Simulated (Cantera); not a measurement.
## Gas activation for diamond growth

An isothermal, constant-pressure homogeneous reactor starts with 3.01 % CH4, 97.0 % H2, at 2425 K and 1400 Pa.

Computed with Cantera and GRI-Mech 3.0 (53 species, 325 reactions). GRI-Mech 3.0 stops at C3 and has no aromatics, soot or wall deposition, so with more carbon than oxygen in the feed, carbon stays in small species such as C2H2 where larger ones or solid carbon would form. Radical loss at walls, strong at low pressure, is not modelled.

```csv
t (s),x CH4,x H2,x C2H,x C2H6,x H,x C2H2
0.000200,0.0282,0.967,9.97e-10,4.10e-7,0.00329,4.85e-6
0.000406,0.0263,0.964,3.00e-8,1.15e-6,0.00659,7.23e-5
0.000825,0.0225,0.959,5.90e-7,2.11e-6,0.0126,0.000742
0.00168,0.0151,0.955,5.10e-6,1.69e-6,0.0202,0.00396
0.00340,0.00674,0.954,1.57e-5,4.41e-7,0.0264,0.00931
0.00691,0.00211,0.952,2.59e-5,5.20e-8,0.0321,0.0126
0.0140,0.000593,0.947,3.37e-5,4.77e-9,0.0382,0.0138
0.0285,0.000170,0.941,4.08e-5,4.49e-10,0.0449,0.0141
0.0579,4.94e-5,0.932,4.99e-5,4.37e-11,0.0542,0.0141
0.118,1.54e-5,0.917,6.37e-5,5.07e-12,0.0686,0.0140
0.239,6.67e-6,0.896,8.49e-5,1.16e-12,0.0904,0.0138
0.485,3.69e-6,0.870,0.000111,<1e-12,0.117,0.0136
0.985,2.61e-6,0.851,0.000130,<1e-12,0.135,0.0135
2.00,2.41e-6,0.846,0.000135,<1e-12,0.140,0.0134
```
x: mole fraction; the columns are a selection and need not sum to one.

Equilibrium at this temperature and pressure: CH4 2.42e-6, H2 0.846, C2H 0.000135, C2H6 <1e-12, H 0.140, C2H2 0.0134 (gas phase only).
